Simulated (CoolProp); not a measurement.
Vapour pressure (kPa) of ethane: the reference equation beside estimates from Tc = 32.2 °C, pc = 4872 kPa, ω = 0.099. Clausius-Clapeyron is anchored at -39.45 °C with a constant enthalpy of vaporisation of 12.31 kJ/mol.

Model: reference Helmholtz-energy equation of state, Bücker 2006, in CoolProp.

```tsv
T (°C)	reference	Lee-Kesler	Clausius-Clapeyron	van der Waals	Redlich-Kwong	Soave-Redlich-Kwong
-44.85	660.9	663.5	681.4	1356	726.0	665.3
-39.45	791.5	794.9	791.5	1518	867.6	798.2
-34.05	940.2	944.2	913.3	1691	1027	949.6
-28.65	1108	1113	1047	1876	1207	1121
-23.25	1297	1302	1193	2074	1406	1313
-17.95	1504	1509	1350	2280	1623	1525
-12.55	1739	1743	1522	2503	1867	1764
-7.15	2000	2003	1708	2740	2134	2029
```

Absolute difference from the reference over all 8 rows, mean and median: Lee-Kesler 0.3 and 0.4 %, Clausius-Clapeyron 7.1 and 6.8 %, van der Waals 67.3 and 64.6 %, Redlich-Kwong 8.5 and 8.7 %, Soave-Redlich-Kwong 1.2 and 1.2 %.
